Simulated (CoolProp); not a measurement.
Vapour pressure (bar) of ammonia: the reference equation beside estimates from Tc = 132.4 °C, pc = 113.6 bar, ω = 0.256.

The numbers come from the reference Helmholtz-energy equation of state, Gao 2020 in CoolProp.

```json
[
 {"T (°C)": "33.25", "reference": "12.83", "Lee-Kesler": "12.94", "van der Waals": "33.25"},
 {"T (°C)": "35.75", "reference": "13.79", "Lee-Kesler": "13.91", "van der Waals": "34.57"},
 {"T (°C)": "38.25", "reference": "14.80", "Lee-Kesler": "14.94", "van der Waals": "35.93"},
 {"T (°C)": "40.75", "reference": "15.87", "Lee-Kesler": "16.02", "van der Waals": "37.32"},
 {"T (°C)": "43.15", "reference": "16.95", "Lee-Kesler": "17.11", "van der Waals": "38.69"},
 {"T (°C)": "45.65", "reference": "18.13", "Lee-Kesler": "18.30", "van der Waals": "40.14"},
 {"T (°C)": "48.15", "reference": "19.37", "Lee-Kesler": "19.56", "van der Waals": "41.64"},
 {"T (°C)": "50.65", "reference": "20.67", "Lee-Kesler": "20.87", "van der Waals": "43.16"},
 {"T (°C)": "53.15", "reference": "22.04", "Lee-Kesler": "22.25", "van der Waals": "44.72"},
 {"T (°C)": "55.55", "reference": "23.42", "Lee-Kesler": "23.64", "van der Waals": "46.25"},
 {"T (°C)": "58.05", "reference": "24.92", "Lee-Kesler": "25.15", "van der Waals": "47.88"},
 {"T (°C)": "60.55", "reference": "26.50", "Lee-Kesler": "26.73", "van der Waals": "49.55"}
]
```

Absolute difference from the reference over all 12 rows, mean and median: Lee-Kesler 0.9 and 0.9 %, van der Waals 120.1 and 118.2 %.
